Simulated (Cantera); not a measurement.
Cantera run:

```python
import numpy as np
import cantera as ct

gas_names = [...]  # 110 gases of nasa_gas.yaml made of C, H, O
cond_names = """
    C(gr) C6H6(L) C7H8(L) C8H18(L),n-octa H2O(s) H2O(L)
""".split()


# ... load() reads the species with a 1 bar reference pressure and builds the phases ...
atoms = {
    'C2H6': {'C': 2, 'H': 6},
    'O2': {'O': 2},
    'H2': {'H': 2},
}
top_T = {'C(gr)': 4500}  # K; cautious upper limits of use, not melting points


# ... equilibrate(T, P, feed) seeds the gas with the atoms and calls Mixture.equilibrate('TP', solver="vcs", rtol=1e-11, max_steps=5000) ...
results = []
feed = {'C2H6': 1, 'O2': 0.018, 'H2': 11}  # mol
P = 59000  # Pa
for T in [2325, 2375, 2425, 2475, 2525, 2575, 2625, 2675, 2725, 2775, 2825]:
    mix = equilibrate(T, P, feed)
    results.append((T, P, feed, dict(zip(mix.species_names, mix.species_moles))))

top = {s: max(r[3][s] / sum(r[3][g] for g in gas_names) for r in results) for s in gas_names}
cols = sorted((s for s in top if top[s] > 0.001), key=lambda s: -top[s])[:8]
seen = [c for c in cond_names if any(r[3].get(c, 0) > 1e-12 for r in results)]
print("log10 of partial pressures in bar; condensed amounts in mol")
print(f"{'T/K':>10s}" + "".join(f"{s[:9]:>10s}" for s in cols + seen))
for T, P, feed, n in results:
    ng = sum(n[g] for g in gas_names)
    print(f"{T:10.4g}" + "".join(f"{np.log10(max(n[s] / ng * P / 1e5, 1e-99)):10.3f}" for s in cols)
          + "".join(f"{n.get(c, 0):10.4g}" for c in seen))
```

It prints:

```
log10 of partial pressures in bar; condensed amounts in mol
       T/K        H2         H C2H2,acet        CO     C(gr)
      2325    -0.239    -2.078    -2.549    -2.823     1.826
      2375    -0.241    -1.971    -2.448    -2.824      1.79
      2425    -0.244    -1.869    -2.351    -2.825     1.746
      2475    -0.247    -1.771    -2.259    -2.826     1.693
      2525    -0.251    -1.678    -2.172    -2.828     1.631
      2575    -0.256    -1.589    -2.089    -2.830     1.558
      2625    -0.262    -1.503    -2.010    -2.832     1.474
      2675    -0.269    -1.421    -1.936    -2.834     1.376
      2725    -0.276    -1.343    -1.865    -2.837     1.263
      2775    -0.285    -1.268    -1.799    -2.840     1.135
      2825    -0.296    -1.197    -1.737    -2.844    0.9893
```

Cantera equilibrium calculation (NASA polynomials, part measured and part estimated; ideal gas, pure solids and liquids).
